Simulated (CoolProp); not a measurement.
R1234yf along the isobar 659 kPa: density (kg/m³) from the reference equation and from simpler models built on Tc = 367.8 K, pc = 3384 kPa, ω = 0.276; each cubic takes its own stable root.

Values from CoolProp's reference Helmholtz-energy equation of state, Lemmon 2022.

```json
[
 {"T (K)": "314.8", "phase": "gas", "reference": "33.03", "ideal gas": "28.71", "van der Waals": "31.59", "Redlich-Kwong": "32.36", "Soave-Redlich-Kwong": "32.67", "Peng-Robinson": "32.99"},
 {"T (K)": "321.1", "phase": "gas", "reference": "32.02", "ideal gas": "28.15", "van der Waals": "30.82", "Redlich-Kwong": "31.48", "Soave-Redlich-Kwong": "31.73", "Peng-Robinson": "32.03"},
 {"T (K)": "327.5", "phase": "gas", "reference": "31.07", "ideal gas": "27.60", "van der Waals": "30.07", "Redlich-Kwong": "30.65", "Soave-Redlich-Kwong": "30.85", "Peng-Robinson": "31.13"},
 {"T (K)": "333.8", "phase": "gas", "reference": "30.22", "ideal gas": "…", "van der Waals": "29.38", "Redlich-Kwong": "29.88", "Soave-Redlich-Kwong": "30.03", "Peng-Robinson": "30.30"},
 {"T (K)": "340.2", "phase": "gas", "reference": "29.41", "ideal gas": "26.57", "van der Waals": "28.71", "Redlich-Kwong": "29.15", "Soave-Redlich-Kwong": "29.26", "Peng-Robinson": "29.52"},
 {"T (K)": "346.5", "phase": "gas", "reference": "28.67", "ideal gas": "26.09", "van der Waals": "28.08", "Redlich-Kwong": "28.46", "Soave-Redlich-Kwong": "28.54", "Peng-Robinson": "28.79"},
 {"T (K)": "352.9", "phase": "gas", "reference": "27.96", "ideal gas": "25.61", "van der Waals": "27.48", "Redlich-Kwong": "27.81", "Soave-Redlich-Kwong": "27.86", "Peng-Robinson": "28.09"},
 {"T (K)": "359.2", "phase": "gas", "reference": "27.31", "ideal gas": "25.16", "van der Waals": "26.91", "Redlich-Kwong": "27.20", "Soave-Redlich-Kwong": "27.22", "Peng-Robinson": "27.45"},
 {"T (K)": "365.6", "phase": "gas", "reference": "26.69", "ideal gas": "24.72", "van der Waals": "26.35", "Redlich-Kwong": "26.60", "Soave-Redlich-Kwong": "26.61", "Peng-Robinson": "26.82"},
 {"T (K)": "371.9", "phase": "gas", "reference": "26.11", "ideal gas": "24.30", "van der Waals": "25.83", "Redlich-Kwong": "26.05", "Soave-Redlich-Kwong": "26.04", "Peng-Robinson": "26.24"},
 {"T (K)": "378.3", "phase": "gas", "reference": "25.55", "ideal gas": "23.89", "van der Waals": "25.33", "Redlich-Kwong": "25.52", "Soave-Redlich-Kwong": "25.49", "Peng-Robinson": "25.68"},
 {"T (K)": "384.6", "phase": "gas", "reference": "25.03", "ideal gas": "23.50", "van der Waals": "24.85", "Redlich-Kwong": "25.01", "Soave-Redlich-Kwong": "24.97", "Peng-Robinson": "25.16"},
 {"T (K)": "391", "phase": "gas", "reference": "24.52", "ideal gas": "23.12", "van der Waals": "24.38", "Redlich-Kwong": "24.53", "Soave-Redlich-Kwong": "24.47", "Peng-Robinson": "24.65"},
 {"T (K)": "397.3", "phase": "gas", "reference": "24.05", "ideal gas": "22.75", "van der Waals": "23.94", "Redlich-Kwong": "24.07", "Soave-Redlich-Kwong": "24.00", "Peng-Robinson": "24.17"},
 {"T (K)": "403.7", "phase": "gas", "reference": "23.59", "ideal gas": "22.39", "van der Waals": "23.51", "Redlich-Kwong": "…", "Soave-Redlich-Kwong": "23.55", "Peng-Robinson": "23.71"},
 {"T (K)": "410", "phase": "gas", "reference": "…", "ideal gas": "22.05", "van der Waals": "23.11", "Redlich-Kwong": "23.20", "Soave-Redlich-Kwong": "23.12", "Peng-Robinson": "23.27"}
]
```

**Question.** What belongs in the gaps?

**Answer.** 
- 333.8, ideal gas: 27.08
- 403.7, Redlich-Kwong: 23.62
- 410, reference: 23.16
